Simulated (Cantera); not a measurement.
An adiabatic, constant-volume homogeneous reactor starts with C₃H₈ : O₂ : N₂ = 1 : 5.32 : 20 (molar parts), at 1450 K and 1280 Torr. Integrator tolerance rtol = 1e-08.

Cantera simulation using GRI-Mech 3.0 (53 species, 325 reactions); the numbers are that mechanism's predictions, not measurements. GRI-Mech 3.0 was tuned for natural gas; its chemistry of propane as a main component is partial and can be far from experiment.

Q: What does this change do: O2 5.32 to 1.9 parts?

A: 
| quantity | before | after |
|---|---|---|
| time of steepest temperature rise | 87.3 µs | 0.203 ms |
| temperature at 3.00 s | 2947 K | 2076 K |
| equilibrium temperature | 2947 K | 2076 K |
| x(C₃H₈) at 3.00 s | <1e-12 (gas-phase equilibrium <1e-12) | <1e-12 (gas-phase equilibrium <1e-12) |
| x(O₂) at 3.00 s | 0.0270 (gas-phase equilibrium 0.0270) | 3.74e-9 (gas-phase equilibrium 3.74e-9) |
| x(NO) at 3.00 s | 0.0151 (gas-phase equilibrium 0.0151) | 1.23e-6 (gas-phase equilibrium 1.22e-6) |
| x(H₂O) at 3.00 s | 0.112 (gas-phase equilibrium 0.112) | 0.0251 (gas-phase equilibrium 0.0251) |
| x(HO₂) at 3.00 s | 1.21e-5 (gas-phase equilibrium 1.21e-5) | 3.84e-12 (gas-phase equilibrium 3.84e-12) |
| x(H₂) at 3.00 s | 0.0132 (gas-phase equilibrium 0.0132) | 0.123 (gas-phase equilibrium 0.123) |

Q: What does this change do: pressure from 1280 Torr to 240 Torr?

A: 
```csv
quantity,before,after
time of steepest temperature rise,87.3 µs,0.242 ms
temperature at 3.00 s,2947 K,2799 K
equilibrium temperature,2947 K,2799 K
x(C₃H₈) at 3.00 s,<1e-12 (gas-phase equilibrium <1e-12),<1e-12 (gas-phase equilibrium <1e-12)
x(O₂) at 3.00 s,0.0270 (gas-phase equilibrium 0.0270),0.0306 (gas-phase equilibrium 0.0306)
x(NO) at 3.00 s,0.0151 (gas-phase equilibrium 0.0151),0.0131 (gas-phase equilibrium 0.0131)
x(H₂O) at 3.00 s,0.112 (gas-phase equilibrium 0.112),0.105 (gas-phase equilibrium 0.105)
x(HO₂) at 3.00 s,1.21e-5 (gas-phase equilibrium 1.21e-5),6.27e-6 (gas-phase equilibrium 6.27e-6)
x(H₂) at 3.00 s,0.0132 (gas-phase equilibrium 0.0132),0.0159 (gas-phase equilibrium 0.0159)
```

Q: What does this change do: initial temperature 1450 to 1775 K?

A: 
```json
[
 {"quantity": "time of steepest temperature rise", "before": "87.3 µs", "after": "8.37 µs"},
 {"quantity": "temperature at 3.00 s", "before": "2947 K", "after": "3036 K"},
 {"quantity": "equilibrium temperature", "before": "2947 K", "after": "3036 K"},
 {"quantity": "x(C₃H₈) at 3.00 s", "before": "<1e-12 (gas-phase equilibrium <1e-12)", "after": "<1e-12 (gas-phase equilibrium <1e-12)"},
 {"quantity": "x(O₂) at 3.00 s", "before": "0.0270 (gas-phase equilibrium 0.0270)", "after": "0.0296 (gas-phase equilibrium 0.0296)"},
 {"quantity": "x(NO) at 3.00 s", "before": "0.0151 (gas-phase equilibrium 0.0151)", "after": "0.0174 (gas-phase equilibrium 0.0174)"},
 {"quantity": "x(H₂O) at 3.00 s", "before": "0.112 (gas-phase equilibrium 0.112)", "after": "0.101 (gas-phase equilibrium 0.101)"},
 {"quantity": "x(HO₂) at 3.00 s", "before": "1.21e-5 (gas-phase equilibrium 1.21e-5)", "after": "1.40e-5 (gas-phase equilibrium 1.40e-5)"},
 {"quantity": "x(H₂) at 3.00 s", "before": "0.0132 (gas-phase equilibrium 0.0132)", "after": "0.0167 (gas-phase equilibrium 0.0167)"}
]
```
Above 3000 K some thermodynamic fits are extrapolated.
